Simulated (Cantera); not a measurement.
A freely propagating, adiabatic, planar premixed flame of CH4 : C2H6 : C3H8 : O2 : N2 = 1 : 0.66 : 0.034 : 3.45 : 13 (molar parts), equivalence ratio 1.3, unburnt at 323 K and 500000 Pa; mixture-averaged transport, grid criteria slope 0.08 and curve 0.16, no radiation.

Cantera simulation using GRI-Mech 3.0 (53 species, 325 reactions); the numbers are that mechanism's predictions, not measurements. Burning velocities carry a grid error of a few per cent, more on coarse grids.

x: mole fraction of selected species; z is measured from the peak of heat release.

```csv
z (mm),T (K),u (m/s),x CH4,x C2H6,x C3H8,x H,x NO2,x CH2CO
-0.524,323,0.176,0.0550,0.0363,0.00187,<1e-8,<1e-8,<1e-8
-0.349,327,0.179,0.0547,0.0362,0.00187,<1e-8,1.01e-8,1.86e-7
-0.262,346,0.190,0.0539,0.0359,0.00186,<1e-8,8.02e-8,2.09e-6
-0.175,485,0.271,0.0495,0.0340,0.00180,<1e-8,8.66e-7,4.06e-5
-0.0873,1026,0.590,0.0335,0.0209,0.00124,2.49e-6,2.95e-6,0.000440
-0.0437,___,0.852,___,___,___,___,___,___
0,1828,1.08,0.00695,0.000335,5.50e-6,0.000851,3.02e-8,0.000606
0.0437,2000,1.18,___,___,<1e-8,___,<1e-8,___
0.0873,2053,1.21,0.000339,3.79e-7,<1e-8,0.00199,<1e-8,1.46e-5
0.175,2079,1.23,4.34e-5,<1e-8,<1e-8,0.00166,<1e-8,1.96e-6
0.349,2091,1.23,5.08e-6,<1e-8,<1e-8,0.00110,<1e-8,2.20e-7
0.699,2097,1.23,7.26e-7,<1e-8,<1e-8,0.000647,<1e-8,1.98e-8
1.40,2101,1.24,1.52e-7,<1e-8,<1e-8,0.000394,<1e-8,<1e-8
```

Some entries are withheld; supply them.


- -0.0437, T (K): 1455
- -0.0437, x CH4: 0.0201
- -0.0437, x C2H6: 0.00699
- -0.0437, x C3H8: 0.000415
- -0.0437, x H: 0.000106
- -0.0437, x NO2: 7.03e-7
- -0.0437, x CH2CO: 0.000966
- 0.0437, x CH4: 0.00144
- 0.0437, x C2H6: 6.94e-6
- 0.0437, x H: 0.00177
- 0.0437, x CH2CO: 8.14e-5
